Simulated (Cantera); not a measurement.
Mixture: C3H8 : O2 : N2 = 1 : 2.27 : 7.27 (molar parts), equivalence ratio 2.2, at 16500 Torr, adiabatic and at constant volume. Ignition delay is the time to a rise of 400 K.

Model: GRI-Mech 3.0 (53 species, 325 reactions), integrated in Cantera. GRI-Mech 3.0 was tuned for natural gas; its chemistry of propane as a main component is partial and can be far from experiment. The pressure lies above the range GRI-Mech 3.0 was tuned for (to about 10 atm).

### Question
Predict: delay at 1050 K; delay at 1100 K; delay at 1150 K; delay at 1200 K; delay at 1250 K; delay at 1300 K; apparent activation energy between 1200 and 1300 K.

### Answer
```
Item                                                     Value
--------------------------------------------------  ----------
delay at 1050 K                                        12.2 ms
delay at 1100 K                                        5.02 ms
delay at 1150 K                                        2.08 ms
delay at 1200 K                                       0.867 ms
delay at 1250 K                                       0.368 ms
delay at 1300 K                                       0.161 ms
apparent activation energy between 1200 and 1300 K  220 kJ/mol
```
